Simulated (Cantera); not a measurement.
Standard-state values (1 bar) from the NASA 1993 polynomials, evaluated with Cantera. Values are per mole of reaction as written; species without (g) are pure solids or liquids, kept so even where they would boil at 1 bar.

2 BN + 3 H₂O₂(g) = N₂(g) + 2 HBO₂(g) + 2 H₂O(g), with ΔH° = -694.1 kJ and ΔS° = 315.7 J/K at 300 K.

Question: How far is the shortcut ΔG° ≈ ΔH°(300 K) − T·ΔS°(300 K) from the full temperature-dependent value at 1048, 1248, 1448, 1648, 1848, 2048, 2248, 2448, 2648, 2848 K?

Answer: 
```csv
T (K),shortcut (kJ),full (kJ),difference (kJ),difference in log10 K
1048,-1025.0,-1022.1,-2.9,0.14
1248,-1088.1,-1082.0,-6.1,0.26
1448,-1151.2,-1140.9,-10.3,0.37
1648,-1214.3,-1199.1,-15.2,0.48
1848,-1277.5,-1256.5,-20.9,0.59
2048,-1340.6,-1313.4,-27.2,0.69
2248,-1403.7,-1369.7,-34.1,0.79
2448,-1466.9,-1425.5,-41.4,0.88
2648,-1530.0,-1480.9,-49.1,0.97
2848,-1593.1,-1535.9,-57.3,1.05
```
The shortcut ignores the heat-capacity change of the reaction.
